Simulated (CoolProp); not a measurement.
Propane at 298.15 K and 0.333 MPa flows at 2 m/s in a round tube of 10 mm bore and 0.25 µm roughness, fully developed (64/Re and Nu = 3.66 if laminar; Colebrook and Gnielinski if turbulent). Each further row changes one setting.

Computed with CoolProp (reference Helmholtz-energy equation of state, Lemmon 2009).

| case | Reynolds number | Darcy friction factor | pressure drop (Pa/m) | heat-transfer coefficient (W/(m² K)) | mass flow (kg/h) |
|---|---|---|---|---|---|
| as stated | 15400 | 0.0277 | 34.7 | 80.2 | 3.55 |
| velocity 4 m/s | 30800 | 0.0234 | 117 | 139 | 7.09 |
| diameter 20 mm | 30800 | 0.0234 | 14.7 | 69.3 | 14.2 |

Viscosity comes from a separate model (Vogel 1998). Thermal conductivity comes from a separate model (Marsh 2002).
